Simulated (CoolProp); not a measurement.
The fluid at 422.84 K and 0.392 MPa (stagnation) flows isentropically through a choked orifice. The same conditions are run with several fluids, on thermodynamics alone (safety and materials aside).

Model: reference Helmholtz-energy equation of state of each fluid (tetrahydrofuran: Fiedler 2023; R113: Marx 1992; isohexane: Lemmon 2006; methane: Setzmann 1991; dimethyl ether: Wu 2011), in CoolProp.

**Question.** Rank tetrahydrofuran, R113, isohexane, methane, dimethyl ether by throat to inlet pressure ratio, highest first.

**Answer.** isohexane (0.606), R113 (0.600), tetrahydrofuran (0.594), dimethyl ether (0.583), methane (0.551)

```tsv
fluid	mass flux (kg/(m² s))	throat temperature (K)
tetrahydrofuran	1130	405.4
R113	1810	409.0
isohexane	1220	412.3
methane	553	373.9
dimethyl ether	902	399.6
```
